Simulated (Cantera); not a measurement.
A closed system holds: 1 mol C2H5OH, 0.13 mol CO2, 7.8 mol H2, equilibrated at 1 atm.

Method: chemical equilibrium by Gibbs-energy minimisation in Cantera with the NASA 1993 tables (ideal gas, pure condensed phases). Candidate condensed phases: C, C6H6, C7H8, C8H18, H2O; 110 gas species. The numbers say what is thermodynamically allowed, not how fast it happens.

### Question
What share of the C ends up in condensed phases as a function of T (°C), at 1500, 1650, 1800, 1950, 2100, 2250, 2400, 2550, 2700?

### Answer
| T (°C) | C condensed (%) | as |
|---|---|---|
| 1500 | 40.3 | C(graphite) |
| 1650 | 40.1 | C(graphite) |
| 1800 | 39.4 | C(graphite) |
| 1950 | 37.8 | C(graphite) |
| 2100 | 34.5 | C(graphite) |
| 2250 | 28.8 | C(graphite) |
| 2400 | 19.6 | C(graphite) |
| 2550 | 5.5 | C(graphite) |
| 2700 | 0.0 | - |
